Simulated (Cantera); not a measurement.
## Thermodynamics of silicon nitride deposition, feed SiHCl₃ + NH₃ + H₂

Feed: 1 mol SiHCl₃, 16 mol NH₃, 0.16 mol H₂, at 75.0 Torr.

Method: chemical equilibrium by Gibbs-energy minimisation in Cantera with the NASA 1993 tables (ideal gas, pure condensed phases). Candidate condensed phases: NH₄Cl, Si, Si₃N₄; 28 gas species. The tables' values for SiCl, SiCl₃, SiN are old estimates; treat these amounts as uncertain. Gases not in the tables: Si₂H₆ and higher silanes. Kinetics and transport are ignored.

From 577 °C to 1577 °C the condensed part is Si₃N₄(s). At 1677 °C the condensed part is Si(l). The main Si-bearing gas is SiCl₄ at 577 °C and SiCl₂ at 1677 °C. The share of Si in condensed phases is highest at 877 °C (99.9 %) and lowest at 1677 °C (51.9 %).

| T (°C) | log p H₂ | log p N₂ | log p HCl | log p SiCl₂ | n Si₃N₄(s) | n Si(l) |
|---|---|---|---|---|---|---|
| 577 | -1.16 | -1.66 | -2.05 | -11.24 | 0.332 | 0 |
| 677 | -1.16 | -1.66 | -2.05 | -9.52 | 0.333 | 0 |
| 777 | -1.16 | -1.66 | -2.05 | -8.13 | 0.333 | 0 |
| 877 | -1.16 | -1.66 | -2.05 | -6.99 | 0.333 | 0 |
| 977 | -1.16 | -1.66 | -2.05 | -6.03 | 0.333 | 0 |
| 1077 | -1.16 | -1.66 | -2.05 | -5.22 | 0.332 | 0 |
| 1177 | -1.16 | -1.66 | -2.05 | -4.53 | 0.329 | 0 |
| 1277 | -1.16 | -1.66 | -2.06 | -3.94 | 0.319 | 0 |
| 1377 | -1.16 | -1.66 | -2.09 | -3.47 | 0.293 | 0 |
| 1477 | -1.16 | -1.65 | -2.14 | -3.11 | 0.244 | 0 |
| 1577 | -1.16 | -1.65 | -2.22 | -2.86 | 0.174 | 0 |
| 1677 | -1.16 | -1.63 | -2.22 | -2.87 | 0 | 0.519 |
log p: log10 of the partial pressure in bar; n: condensed amount in mol.
